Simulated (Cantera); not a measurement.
Cantera run, input and output.

```python
import numpy as np
import cantera as ct

surf = ct.Interface("diamond.yaml", "diamond_100")
gas, bulk = surf.adjacent["gas"], surf.adjacent["diamond"]
k = surf.kinetics_species_index(bulk.species_names[0])
cover = ["c6HH", "c6H*", "c6*H", "c6**", "c6HM", "c6B"]

rows, drift = [], 0.0
print(f"{'P':>10s}{'um/h':>11s}" + "".join(f"{s:>11s}" for s in cover))
for v in [720, 1300, 2200, 3800, 6700, 12000, 21000, 36000]:
    T, P, xH, xCH3 = 900, v, 0.0003, 1.5e-05
    gas.TPX = T, P, {"H": xH, "CH3": xCH3, "CH4": 0.0021, "H2": 1 - xH - xCH3 - 0.0021}
    surf.TP = bulk.TP = T, P
    surf.coverages = "c6H*:0.1, c6HH:0.9"
    surf.advance_coverages(100.0)
    before = surf.coverages
    surf.advance_coverages(100.0)
    drift = max(drift, np.max(np.abs(surf.coverages - before) / (surf.coverages + 1e-9)))
    rate = surf.net_production_rates[k] * bulk.mean_molecular_weight / bulk.density * 3.6e9
    rows.append([rate, *surf[cover].coverages])
    print(f"{v:10.4g}{rate:11.4e}" + "".join(f"{x:11.3e}" for x in rows[-1][1:]))
```

Output:

```
         P       um/h       c6HH       c6H*       c6*H       c6**       c6HM        c6B
       720 2.4386e-02  6.691e-01  9.978e-03  2.794e-01  3.773e-03  3.034e-02  6.617e-11
      1300 4.8708e-02  6.663e-01  9.936e-03  2.782e-01  3.757e-03  3.360e-02  1.322e-10
      2200 8.7138e-02  6.646e-01  9.911e-03  2.775e-01  3.747e-03  3.554e-02  2.365e-10
      3800 1.5594e-01  6.635e-01  9.895e-03  2.771e-01  3.741e-03  3.684e-02  4.231e-10
      6700 2.8097e-01  6.628e-01  9.886e-03  2.768e-01  3.737e-03  3.765e-02  7.624e-10
   1.2e+04 5.0971e-01  6.624e-01  9.882e-03  2.766e-01  3.735e-03  3.814e-02  1.383e-09
   2.1e+04 8.9828e-01  6.621e-01  9.883e-03  2.765e-01  3.734e-03  3.842e-02  2.438e-09
   3.6e+04 1.5460e+00  6.620e-01  9.889e-03  2.764e-01  3.734e-03  3.857e-02  4.195e-09
```

Computed with Cantera and the Harris–Goodwin 1993 mechanism for the reconstructed diamond (100) surface.
